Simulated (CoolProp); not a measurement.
Vapour-liquid equilibrium of methanol (1) + isohexane (2) at 14.3 bar; x and y are mole fractions of (1).

Values from CoolProp's multi-fluid Helmholtz-energy mixture model, de Reuck 1993 and Lemmon 2006; pair parameters Bell 2016.

```tsv
x	bubble temperature (°C)	y at the bubble point	dew temperature at overall composition x (°C)	liquid density (mol/L)
0.05	166.1	0.145	172.5	5.783
0.2	150.2	0.391	162.5	6.748
0.35	144.2	0.503	152.7	7.825
0.5	142.0	0.571	144.3	9.251
0.65	141.6	0.632	141.7	11.26
0.8	142.9	0.720	145.0	14.13
0.95	148.0	0.900	149.6	18.31
```

y crosses x between x = 0.5 and 0.65: the model has an azeotrope there.

The pair parameters rest on a limited set of measurements; away from them the model extrapolates. With so large a gap from Raoult's law the liquid may split in two, which this calculation doesn't test in full.
